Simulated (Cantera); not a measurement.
Al + Br2 + N2 (aluminium and copper etching)

Charge: 1 mol Al, 0.35 mol Br2, 3.7 mol N2, held at 0.0133 bar.

Method: chemical equilibrium by Gibbs-energy minimisation in Cantera with the NASA 1993 tables (ideal gas, pure condensed phases). Candidate condensed phases: Al, AlBr3, AlN, Br2; 10 gas species. The numbers say what is thermodynamically allowed, not how fast it happens.

```
T (°C)   x N2  x AlBr3    x AlBr      x Br    x Br2      x Al  x Al2Br6  n AlN(s)
------  -----  -------  --------  --------  -------  --------  --------  --------
975     0.934   0.0656   1.17e-5  0.000252  2.35e-7  1.34e-12   1.98e-7     0.767
1000    0.934   0.0656   2.30e-5  0.000333  2.81e-7  4.51e-12   1.63e-7     0.767
1025    0.934   0.0656   4.40e-5  0.000434  3.34e-7  1.44e-11   1.36e-7     0.767
1050    0.934   0.0655   8.19e-5  0.000561  3.95e-7  4.42e-11   1.14e-7     0.767
1075    0.934   0.0654  0.000149  0.000718  4.63e-7  1.30e-10   9.64e-8     0.767
1100    0.934   0.0653  0.000265  0.000911  5.40e-7  3.67e-10   8.19e-8     0.767
1125    0.933   0.0651  0.000462   0.00115  6.27e-7  9.97e-10   6.99e-8     0.767
1150    0.933   0.0649  0.000788   0.00143  7.22e-7   2.62e-9   5.98e-8     0.766
1175    0.932   0.0646   0.00132   0.00177  8.28e-7   6.64e-9   5.14e-8     0.766
1200    0.932   0.0641   0.00217   0.00217  9.43e-7   1.63e-8   4.42e-8     0.764
1225    0.930   0.0634   0.00349   0.00265  1.07e-6   3.89e-8   3.79e-8     0.762
1250    0.929   0.0623   0.00554   0.00320  1.20e-6   9.01e-8   3.23e-8     0.757
1275    0.927   0.0609   0.00862   0.00383  1.33e-6   2.03e-7   2.73e-8     0.751
```
x: gas mole fraction; n: condensed amount in mol.

From 975 °C to 1275 °C the condensed part is AlN(s). The main Al-bearing gas is AlBr3 throughout.
